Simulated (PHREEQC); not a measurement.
A solution holds 0.087 mol CuCl2, 0.00013 mol H2SO4 and 0.04 mol H3BO3 per kg of water, at 24 °C. Closed to the air; pH follows from the charge balance.

Equilibrium calculation in PHREEQC: ion-association model, phreeqc.dat.

* **pH**: 3.68
* **ionic strength**: 0.240 mol/kgw
* **density**: 1.009 g/cm³
* **total alkalinity**: -0.260 meq/kg

```
species     molality  activity   log γ
----------  --------  --------  ------
Cl-            0.163     0.115  -0.153
Cu+2          0.0766    0.0238  -0.508
H3BO3         0.0400    0.0423   0.024
CuCl+        0.00992   0.00699  -0.152
CuCl2       0.000403  0.000426   0.024
H+          0.000265  0.000209  -0.102
CuSO4        7.20e-5   7.61e-5   0.024
SO4-2        5.76e-5   1.58e-5  -0.563
Cu2(OH)2+2   1.69e-6   5.07e-7  -0.523
CuOH+        1.60e-6   1.13e-6  -0.152
HSO4-        4.24e-7   3.14e-7  -0.131
```

This is a speciation only: nothing precipitates in the calculation. Complexes and solids missing from the database can't appear.
